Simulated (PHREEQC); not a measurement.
A solution holds 0.015 mol HF, 0.083 mol (CH3)4NF, 8e-05 mol H2SiF6 and 0.00018 mol H2SO4 per kg of water, at 25 °C. Closed to the air; pH follows from the charge balance.

All values are PHREEQC results (ion-association model, phreeqc.dat), not measurements.

No solid was allowed to form.

### Question
Order these F species by the share of F that they hold, largest first: SiF6-2, F-, HF, HF2-.

### Answer
F- (80 %), HF (12 %), HF2- (7.3 %), SiF6-2 (0.49 %)

The pH is 3.88 and the ionic strength 0.0834 mol/kgw. (CH3)4N+ isn't in the database: it is added as a free cation with an ion size of 4 Å. SiF6-2 is the database's only silicon fluoride.
